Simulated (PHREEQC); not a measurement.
Make-up at 25 °C: 0.0073 mol TMAH, 0.011 mol H3BO3 and 0.00035 mol (CH3)4NCl per kg of water. Closed to the air; pH follows from the charge balance.

The numbers come from PHREEQC with the ion-association model, phreeqc.dat.

```json
{
  "pH": "9.49",
  "ionic_strength": "0.00765 mol/kgw",
  "total_alkalinity": "7.30 meq/kg"
}
```

```
species   molality  activity   log γ
--------  --------  --------  ------
(CH3)4N+   0.00765   0.00698  -0.040
H2BO3-     0.00727   0.00663  -0.040
H3BO3      0.00373   0.00374   0.001
Cl-       0.000350  0.000319  -0.040
OH-        3.42e-5   3.12e-5  -0.041
```

Precipitation was switched off in this run. (CH3)4N+ isn't in the database: it is added as a free cation with an ion size of 4 Å.
